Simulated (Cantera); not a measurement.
An adiabatic, constant-pressure homogeneous reactor starts with 1.66 % C₃H₈, 15.1 % O₂, 83.2 % N₂, at 1775 K and 100000 Pa.

Cantera simulation using GRI-Mech 3.0 (53 species, 325 reactions); the numbers are that mechanism's predictions, not measurements. GRI-Mech 3.0 was tuned for natural gas; its chemistry of propane as a main component is partial and can be far from experiment.

Question: Predict: time of steepest temperature rise; temperature at 1.00 s; equilibrium temperature; x(O₂) at 1.00 s; x(NO) at 1.00 s; x(H) at 1.00 s.

Answer: 
- time of steepest temperature rise = 15.6 µs
- temperature at 1.00 s = 2499 K
- equilibrium temperature = 2499 K
- x(O₂) at 1.00 s = 0.0604 (gas-phase equilibrium 0.0604)
- x(NO) at 1.00 s = 0.0125 (gas-phase equilibrium 0.0125)
- x(H) at 1.00 s = 0.000951 (gas-phase equilibrium 0.000951)
